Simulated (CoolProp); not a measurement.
The fluid at 293.15 K and 1.17 MPa is throttled through a valve to 0.564 MPa with no heat exchange. The same conditions are run with several fluids, on thermodynamics alone (safety and materials aside).

Computed with CoolProp (reference Helmholtz-energy equation of state of each fluid (nitrogen: Span 2000; nitrous oxide: Lemmon 2006; carbon dioxide: Span 1996; CH3F (R41): Lemmon 2006; dry air: Lemmon 2000)). Blends and air are pseudo-pure fits.

| fluid | temperature change (K) | final density (kg/m³) |
|---|---|---|
| nitrogen | -1.3 | 6.52 |
| nitrous oxide | -7.2 | 10.8 |
| carbon dioxide | -7.2 | 10.8 |
| CH3F (R41) | -11.8 | 8.72 |
| dry air | -1.4 | 6.75 |
